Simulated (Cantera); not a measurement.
Feed: 1 mol BCl3, 0.42 mol NH3, 12 mol N2, equilibrated at 0.0133 bar.

Method: chemical equilibrium by Gibbs-energy minimisation in Cantera with the NASA 1993 tables (ideal gas, pure condensed phases). Candidate condensed phases: B, BN, NH4Cl; 21 gas species. Kinetics and transport are ignored.

Over these rows the condensed part is BN(s). Partial pressures as log10 of bar:

| T (K) | 1000/T (1/K) | log p Cl | log p N2 | log p HCl | log p BCl3 |
|---|---|---|---|---|---|
| 898 | 1.1136 | -9.16 | -1.94 | -2.92 | -3.25 |
| 998 | 1.0020 | -8.14 | -1.94 | -2.92 | -3.25 |
| 1098 | 0.9107 | -7.31 | -1.94 | -2.92 | -3.25 |
| 1198 | 0.8347 | ? | -1.94 | -2.92 | -3.25 |
| 1298 | 0.7704 | -6.02 | -1.94 | -2.92 | -3.25 |
| 1398 | 0.7153 | -5.51 | -1.94 | -2.92 | -3.25 |

Question: Fit log p(Cl) = a + b·(1000/T) to the five rows, give the apparent enthalpy, and predict the row at 1198 K.

Answer: Means: 1000/T = 0.9024, log p = -7.228. Sxy = -0.980448, Sxx = 0.1070249, so b = -9.16 and a = -7.228 − (-9.16)×0.9024 = 1.04.
Apparent enthalpy: −19.145 × (-9.16) = 175 kJ/mol. With the condensed phases at unit activity, 1/6 N2(g) + 1/3 BCl3(g) = Cl(g) + 1/3 BN(s) links this pressure to the main gases: over the six rows their terms move log p by +0.00 in all, so the slope is close to that reaction's ΔH°. The five rows lie within 0.01 of the line.
Prediction at 1198 K: 1.04 + (-9.16)×0.8347 = -6.61. The computed value is -6.61, 0.00 from the line.
